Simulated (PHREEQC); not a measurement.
Consider water at 20 °C with 0.25 mol/kgw NH4HF2, 0.051 mol/kgw (NH4)2SiF6, 0.00025 mol/kgw H3BO3 and 9.1e-05 mol/kgw H2SO4. It is in equilibrium with CO2 at log p = -2 (atm). Otherwise closed; pH follows from the charge balance.

Equilibrium calculation in PHREEQC: ion-association model, wateq4f.dat.

Each row changes one thing in this solution. Precipitation was switched off in this run.

| case | pH | ionic strength (mol/kgw) | F- (mol/kgw) | HF (mol/kgw) | HF2- (mol/kgw) | H2F2 (mol/kgw) |
|---|---|---|---|---|---|---|
| as made | 3.15 | 0.404 | 0.177 | 0.103 | 0.0735 | 0.0361 |
| temperature from 20 to 5 °C | 3.12 | 0.404 | 0.191 | ___ | ___ | 0.0482 |
| temperature from 20 to 10 °C | ___ | 0.404 | 0.186 | 0.0956 | 0.0647 | 0.0441 |
| H2SO4 from 9.1e-05 to 0.000182 mol/kgw | 3.15 | 0.404 | 0.177 | 0.103 | 0.0735 | 0.0362 |
| NH4HF2 left out | 3.08 | 0.153 | 0.00221 | 0.00178 | 1.50e-5 | 1.02e-5 |
| (NH4)2SiF6 left out | 3.18 | 0.251 | ___ | 0.104 | ___ | 0.0359 |

**Question.** What belongs in the gaps?

**Answer.** 
- temperature from 20 to 5 °C, HF (mol/kgw): 0.0920
- temperature from 20 to 5 °C, HF2- (mol/kgw): 0.0600
- temperature from 20 to 10 °C, pH: 3.13
- (NH4)2SiF6 left out, F- (mol/kgw): 0.178
- (NH4)2SiF6 left out, HF2- (mol/kgw): 0.0724

Complexes and solids missing from the database can't appear. Some of these states are supersaturated (in Quartz (slow to form), Chalcedony (slow to form), for instance). wateq4f.dat counts part of the HF as a dimer, H2F2, which phreeqc.dat doesn't know; its constant is uncertain. Constants without temperature data keep their 25 °C values here. SiF6-2 is the database's only silicon fluoride. Real BF4- forms and hydrolyses slowly; the run takes it at equilibrium.
